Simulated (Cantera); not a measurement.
Gas mixture: C2H4 : CH4 : CO2 : H2 = 0.28 : 0.36 : 0.058 : 0.79 (molar parts), at 13300 Pa, frozen composition.

Cantera's kinetic-theory transport with the Lennard-Jones parameters of GRI-Mech 3.0, ideal gas; thermal conductivity in the multicomponent form. The composition is frozen, though it would react at the higher temperatures.

One state of this run: ρ (kg/m³) = 0.0295; cp (J/kg/K) = 3766; μ (µPa s) = 21.6; λ (mW/m/K) = 159; Pr = 0.511; D (cm²/s) NH3 = 10.2; D (cm²/s) O = 13.7; D (cm²/s) OH = 13.5. D: mixture-averaged diffusion coefficient of that species in the mixture.

Q: Which value of T (K) does it belong to?
(A) 1650
(B) 1150
(C) 650
(D) 400

A: C, 650
